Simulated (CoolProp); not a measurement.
Saturation properties of ethane (Tc = 305.3 K, pc = 4.872 MPa, ω = 0.099).

Computed with CoolProp (reference Helmholtz-energy equation of state, Bücker 2006).

```json
[
 {"T (K)": "193.7", "p (MPa)": "0.1617", "liquid density (kg/m³)": "532.2", "enthalpy of vaporisation (kJ/kg)": "477.0", "surface tension (mN/m)": "14.7"},
 {"T (K)": "199.5", "p (MPa)": "___", "liquid density (kg/m³)": "524.6", "enthalpy of vaporisation (kJ/kg)": "468.6", "surface tension (mN/m)": "13.8"},
 {"T (K)": "205.3", "p (MPa)": "0.2743", "liquid density (kg/m³)": "516.9", "enthalpy of vaporisation (kJ/kg)": "459.9", "surface tension (mN/m)": "12.9"},
 {"T (K)": "211", "p (MPa)": "0.3476", "liquid density (kg/m³)": "509.1", "enthalpy of vaporisation (kJ/kg)": "450.8", "surface tension (mN/m)": "12.1"},
 {"T (K)": "216.8", "p (MPa)": "0.4364", "liquid density (kg/m³)": "500.9", "enthalpy of vaporisation (kJ/kg)": "___", "surface tension (mN/m)": "11.2"},
 {"T (K)": "222.6", "p (MPa)": "0.5410", "liquid density (kg/m³)": "492.5", "enthalpy of vaporisation (kJ/kg)": "430.8", "surface tension (mN/m)": "10.3"},
 {"T (K)": "228.4", "p (MPa)": "0.6632", "liquid density (kg/m³)": "483.7", "enthalpy of vaporisation (kJ/kg)": "419.9", "surface tension (mN/m)": "9.43"},
 {"T (K)": "234.2", "p (MPa)": "0.8045", "liquid density (kg/m³)": "___", "enthalpy of vaporisation (kJ/kg)": "408.3", "surface tension (mN/m)": "___"},
 {"T (K)": "240", "p (MPa)": "0.9668", "liquid density (kg/m³)": "465.3", "enthalpy of vaporisation (kJ/kg)": "395.9", "surface tension (mN/m)": "7.73"},
 {"T (K)": "245.8", "p (MPa)": "1.152", "liquid density (kg/m³)": "455.5", "enthalpy of vaporisation (kJ/kg)": "382.6", "surface tension (mN/m)": "6.90"},
 {"T (K)": "251.6", "p (MPa)": "1.361", "liquid density (kg/m³)": "445.1", "enthalpy of vaporisation (kJ/kg)": "368.3", "surface tension (mN/m)": "6.09"}
]
```

Q: Some entries are withheld; supply them.

A: 
- 199.5, p (MPa): 0.2124
- 216.8, enthalpy of vaporisation (kJ/kg): 441.1
- 234.2, liquid density (kg/m³): 474.7
- 234.2, surface tension (mN/m): 8.58

It boils at 184.6 K under 1 atm.

Surface tension comes from a separate correlation (Mulero 2012).
